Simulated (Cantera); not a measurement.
A perfectly stirred reactor is fed with 11.2 % H2, 20.7 % O2, 68.2 % N2, at 413 Torr; it is held at 1250 K, and followed from long to short residence time.

Model: the H2/O2 subset of GRI-Mech 3.0, which has no nitrogen chemistry, integrated in Cantera. The temperature is held fixed by assumption; the heat of reaction is taken as removed at once.

Q: Predict: x(H2) at τ = 1.90 s; x(O2) at τ = 1.90 s; x(H2O2) at τ = 1.90 s; x(HO2) at τ = 1.90 s; x(H2O) at τ = 1.90 s; x(H2) at τ = 50.0 ms; x(O2) at τ = 50.0 ms; x(H2O2) at τ = 50.0 ms; x(HO2) at τ = 50.0 ms; x(H2O) at τ = 50.0 ms.

A: 
```
Property                  Result
----------------------  --------
x(H2) at τ = 1.90 s      4.22e-5
x(O2) at τ = 1.90 s        0.160
x(H2O2) at τ = 1.90 s    2.11e-7
x(HO2) at τ = 1.90 s     1.84e-6
x(H2O) at τ = 1.90 s       0.118
x(H2) at τ = 50.0 ms    0.000458
x(O2) at τ = 50.0 ms       0.160
x(H2O2) at τ = 50.0 ms   1.03e-6
x(HO2) at τ = 50.0 ms    1.40e-5
x(H2O) at τ = 50.0 ms      0.117
```
